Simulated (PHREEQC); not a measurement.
## Arsenic or selenium liquor: an equilibrium model

A solution holds 0.0049 mol/kgw H2SeO3, 0.0011 mol/kgw HCl and 0.01 mol/kgw CaCl2, at 25 °C. Closed to the air; pH follows from the charge balance.

Model: ion-association model, wateq4f.dat, run in PHREEQC.

* **pH**: 2.55
* **ionic strength**: 0.0332 mol/kgw
* **total alkalinity**: -10.9 meq/kg

```
species  molality  activity   log γ
-------  --------  --------  ------
Cl-        0.0211    0.0177  -0.076
Ca+2       0.0100   0.00524  -0.281
H+        0.00321   0.00280  -0.060
H2SeO3    0.00279   0.00281   0.003
HSeO3-    0.00211   0.00178  -0.074
SeO3-2    3.97e-9   2.02e-9  -0.294
```

This is a speciation only: nothing precipitates in the calculation.
